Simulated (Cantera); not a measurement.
**Thermodynamics of boron, boron nitride and boron oxide, feed BF3 + H2O + N2**

Input: 1 mol BF3, 2.5 mol H2O, 38 mol N2, held at 465 Torr.

Cantera equilibrium calculation (NASA polynomials, part measured and part estimated; ideal gas, pure solids and liquids). Candidate condensed phases: B, BN, B2O3, B3O3H3, H2O; 62 gas species. Gases not in the tables: H3BO3. Rates play no part.

```json
[
 {"T (°C)": "550", "x N2": "0.914", "x HF": "0.0156", "x H2O": "0.0512", "x BOF": "1.30e-7", "x BF3": "0.0176", "n B2O3(l)": "0.00874"},
 {"T (°C)": "700", "x N2": "0.912", "x HF": "0.0235", "x H2O": "0.0479", "x BOF": "8.69e-6", "x BF3": "0.0147", "n B2O3(l)": "0.0845"},
 {"T (°C)": "850", "x N2": "0.911", "x HF": "0.0311", "x H2O": "0.0441", "x BOF": "0.000180", "x BF3": "0.0121", "n B2O3(l)": "0.144"},
 {"T (°C)": "1000", "x N2": "0.909", "x HF": "0.0375", "x H2O": "0.0407", "x BOF": "0.00173", "x BF3": "0.00953", "n B2O3(l)": "0.167"},
 {"T (°C)": "1150", "x N2": "0.902", "x HF": "0.0402", "x H2O": "0.0377", "x BOF": "0.00944", "x BF3": "0.00627", "n B2O3(l)": "0.0477"},
 {"T (°C)": "1300", "x N2": "0.896", "x HF": "0.0464", "x H2O": "0.0336", "x BOF": "0.0166", "x BF3": "0.00251", "n B2O3(l)": "0"},
 {"T (°C)": "1450", "x N2": "0.895", "x HF": "0.0500", "x H2O": "0.0315", "x BOF": "0.0184", "x BF3": "0.000730", "n B2O3(l)": "0"},
 {"T (°C)": "1600", "x N2": "0.894", "x HF": "0.0511", "x H2O": "0.0306", "x BOF": "0.0188", "x BF3": "0.000219", "n B2O3(l)": "0"},
 {"T (°C)": "1750", "x N2": "0.894", "x HF": "0.0515", "x H2O": "0.0298", "x BOF": "0.0188", "x BF3": "7.56e-5", "n B2O3(l)": "0"}
]
```
x: gas mole fraction; n: condensed amount in mol.

From 550 °C to 1150 °C the condensed part is B2O3(l). From 1300 °C to 1750 °C nothing is condensed.
